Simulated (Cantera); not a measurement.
Input: 1 mol Al, 0.59 mol N₂, 13 mol H₂, equilibrated at 1948.15 K and 0.330 Torr.

Cantera equilibrium calculation (NASA polynomials, part measured and part estimated; ideal gas, pure solids and liquids). Candidate condensed phases: Al, AlN; 13 gas species. Equilibrium is a limit: real reactors are often held back by kinetics, nucleation or transport.

Base state: H₂ 0.844, Al 0.0665, H 0.0495, N₂ 0.0394, AlH 0.000402 (mole fractions); condensed: gas only.

Question: What changes in the equilibrium state with this change: pressure from 0.330 Torr to 100 Torr?

Answer: 
| species | before | after |
|---|---|---|
| H₂ | 0.844 | 0.987 |
| N₂ | 0.0394 | 0.00781 |
| H | 0.0495 | 0.00308 |
| Al | 0.0665 | 0.00174 |
| AlH | 0.000402 | 0.000198 |
| AlN(s), mol | 0 | 0.975 |
